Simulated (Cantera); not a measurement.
# Stirred combustor or abatement burner

A perfectly stirred reactor is fed with CH3OH : O2 : N2 = 1 : 2.88 : 28 (molar parts), equivalence ratio 0.52, at 7.30 atm; it is adiabatic with a 625 K inlet, and is followed from long to short residence time, starting on the burning branch (τ in s: 0.12, 0.055, 0.024, 0.01, 0.0046, 0.002, 0.00088, 0.00039, 0.00017, 7.5e-05, 3.3e-05).

Detailed kinetics in Cantera: GRI-Mech 3.0 (53 species, 325 reactions). GRI-Mech 3.0 was tuned for natural gas; its chemistry of methanol as a main component is partial and can be far from experiment.

```json
[
 {"τ (s)": "0.12", "T (K)": "1205", "x CH3OH": "0.000205", "x O2": "0.0451", "x H": "1.50e-7", "x N2O": "6.71e-7", "x O": "3.31e-7", "x NO": "2.92e-9", "x H2O": "0.0609"},
 {"τ (s)": "0.055", "T (K)": "1156", "x CH3OH": "0.000593", "x O2": "0.0481", "x H": "2.19e-7", "x N2O": "2.21e-7", "x O": "2.11e-7", "x NO": "2.56e-10", "x H2O": "0.0594"},
 {"τ (s)": "0.024", "T (K)": "625", "x CH3OH": "0.0314", "x O2": "0.0903", "x H": "<1e-12", "x N2O": "<1e-12", "x O": "<1e-12", "x NO": "<1e-12", "x H2O": "<1e-12"},
 {"τ (s)": "0.010", "T (K)": "625", "x CH3OH": "0.0314", "x O2": "0.0903", "x H": "<1e-12", "x N2O": "<1e-12", "x O": "<1e-12", "x NO": "<1e-12", "x H2O": "<1e-12"},
 {"τ (s)": "0.0046", "T (K)": "625", "x CH3OH": "0.0314", "x O2": "0.0903", "x H": "<1e-12", "x N2O": "<1e-12", "x O": "<1e-12", "x NO": "<1e-12", "x H2O": "<1e-12"},
 {"τ (s)": "0.0020", "T (K)": "625", "x CH3OH": "0.0314", "x O2": "0.0903", "x H": "<1e-12", "x N2O": "<1e-12", "x O": "<1e-12", "x NO": "<1e-12", "x H2O": "<1e-12"},
 {"τ (s)": "0.00088", "T (K)": "625", "x CH3OH": "0.0314", "x O2": "0.0903", "x H": "<1e-12", "x N2O": "<1e-12", "x O": "<1e-12", "x NO": "<1e-12", "x H2O": "<1e-12"},
 {"τ (s)": "0.00039", "T (K)": "625", "x CH3OH": "0.0314", "x O2": "0.0903", "x H": "<1e-12", "x N2O": "<1e-12", "x O": "<1e-12", "x NO": "<1e-12", "x H2O": "<1e-12"},
 {"τ (s)": "0.00017", "T (K)": "625", "x CH3OH": "0.0314", "x O2": "0.0903", "x H": "<1e-12", "x N2O": "<1e-12", "x O": "<1e-12", "x NO": "<1e-12", "x H2O": "<1e-12"},
 {"τ (s)": "7.5e-5", "T (K)": "625", "x CH3OH": "0.0314", "x O2": "0.0903", "x H": "<1e-12", "x N2O": "<1e-12", "x O": "<1e-12", "x NO": "<1e-12", "x H2O": "<1e-12"},
 {"τ (s)": "3.3e-5", "T (K)": "625", "x CH3OH": "0.0314", "x O2": "0.0903", "x H": "<1e-12", "x N2O": "<1e-12", "x O": "<1e-12", "x NO": "<1e-12", "x H2O": "<1e-12"}
]
```
x: mole fraction; the columns are a selection and need not sum to one.
